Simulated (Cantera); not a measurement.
A perfectly stirred reactor is fed with 2.06 % CH4, 97.9 % H2, at 20.0 Torr; it is held at 2050 K, and followed from long to short residence time.

Model: GRI-Mech 3.0 (53 species, 325 reactions), integrated in Cantera. GRI-Mech 3.0 stops at C3 and has no aromatics, soot or wall deposition, so with more carbon than oxygen in the feed, carbon stays in small species such as C2H2 where larger ones or solid carbon would form. Radical loss at walls, strong at low pressure, is not modelled.

x: mole fraction; the columns are a selection and need not sum to one.

```tsv
τ (s)	x CH4	x H2	x C2H6	x C2H4	x CH2
11	0.000247	0.977	8.09e-10	1.39e-6	1.19e-6
5.2	0.000372	0.977	(withheld)	1.46e-6	1.68e-6
2.5	0.000564	0.977	(withheld)	1.61e-6	2.33e-6
1.2	0.000872	0.978	(withheld)	1.92e-6	3.19e-6
0.55	0.00141	0.978	(withheld)	2.65e-6	4.34e-6
0.26	0.00227	0.979	(withheld)	4.19e-6	5.68e-6
0.12	0.00368	0.979	(withheld)	7.58e-6	7.20e-6
0.057	0.00576	0.979	(withheld)	1.40e-5	8.58e-6
0.027	0.00867	0.978	(withheld)	2.48e-5	9.49e-6
0.013	0.0122	0.977	(withheld)	3.82e-5	9.31e-6
0.0060	0.0160	0.977	(withheld)	4.62e-5	7.19e-6
```

Question: What belongs in the gaps?

Answer: 
- 5.2, x C2H6: 1.77e-9
- 2.5, x C2H6: 3.92e-9
- 1.2, x C2H6: 8.89e-9
- 0.55, x C2H6: 2.16e-8
- 0.26, x C2H6: 5.06e-8
- 0.12, x C2H6: 1.19e-7
- 0.057, x C2H6: 2.56e-7
- 0.027, x C2H6: 4.97e-7
- 0.013, x C2H6: 8.04e-7
- 0.0060, x C2H6: 9.85e-7
